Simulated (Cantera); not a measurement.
## Equilibrium for halide evaporation, hydrolysis and transport: FeCl3 + H2O + N2

Feed: 1 mol FeCl3, 0.67 mol H2O, 77 mol N2, held at 1548.15 K.

These are equilibrium values from Cantera (NASA tables, ideal gas, pure condensed phases), not measurements of a reactor. Candidate condensed phases: Fe, FeCl2, FeCl3, FeO, Fe(OH)2, Fe(OH)3, Fe2O3, Fe3O4, H2O, NH4Cl; 37 gas species. The tables' stoichiometric FeO is somewhat more stable than real wüstite, so its field is too wide. FeO: taken at fixed stoichiometry. Equilibrium is a limit: real reactors are often held back by kinetics, nucleation or transport.

| P (Pa) | x N2 | x Cl | x HCl | x FeCl2 | x Fe | x H2O | n FeO(s) | n Fe3O4(s) |
|---|---|---|---|---|---|---|---|---|
| 0.100 | 0.955 | 0.0162 | 0.00977 | 0.00560 | 0.00639 | 0.00288 | 0 | 0 |
| 0.560 | 0.965 | 0.00872 | 0.00954 | 0.00967 | 0.00122 | 0.00336 | 0.119 | 0 |
| 3.20 | 0.968 | 0.00591 | 0.0101 | 0.0109 | 9.14e-5 | 0.00327 | 0 | 0.0421 |
| 18 | 0.969 | 0.00471 | 0.0111 | 0.0110 | 4.60e-6 | 0.00285 | 0 | 0.0421 |
| 100 | 0.969 | 0.00372 | 0.0120 | 0.0110 | 2.40e-7 | 0.00243 | 0 | 0.0410 |
| 560 | 0.969 | 0.00289 | 0.0128 | 0.0110 | 1.27e-8 | 0.00204 | 0 | 0.0408 |
| 3200 | 0.969 | 0.00221 | 0.0135 | 0.0110 | 6.63e-10 | 0.00169 | 0 | 0.0419 |
| 18000 | 0.969 | 0.00166 | 0.0141 | 0.0108 | 3.65e-11 | 0.00140 | 0 | 0.0449 |
| 100000 | 0.970 | 0.00120 | 0.0145 | 0.0102 | 2.14e-12 | 0.00119 | 0 | 0.0523 |
x: gas mole fraction; n: condensed amount in mol.

At 0.100 Pa nothing is condensed. At 0.560 Pa the condensed part is FeO(s). From 3.20 Pa to 100000 Pa the condensed part is Fe3O4(s). The main Fe-bearing gas is Fe at 0.100 Pa and FeCl2 at 100000 Pa. The share of Fe in condensed phases is highest at 100000 Pa (15.7 %) and lowest at 0.100 Pa (0.0 %).
